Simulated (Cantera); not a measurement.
A freely propagating, adiabatic, planar premixed flame of H₂ : O₂ : N₂ : H₂O = 1 : 0.227 : 0.855 : 0.0045 (molar parts), unburnt at 300 K and 1.00 atm; mixture-averaged transport, grid criteria slope 0.08 and curve 0.16, no radiation.

Detailed kinetics in Cantera: the H2/O2 subset of GRI-Mech 3.0, which has no nitrogen chemistry. Burning velocities carry a grid error of a few per cent, more on coarse grids.

Problem. Predict: laminar burning velocity; thermal thickness; peak x(O); peak x(OH); peak x(H₂O₂).

Solution. 
* **laminar burning velocity**: 287 cm/s
* **thermal thickness**: 0.326 mm
* **peak x(O)**: 0.00215
* **peak x(OH)**: 0.00207
* **peak x(H₂O₂)**: 0.000103
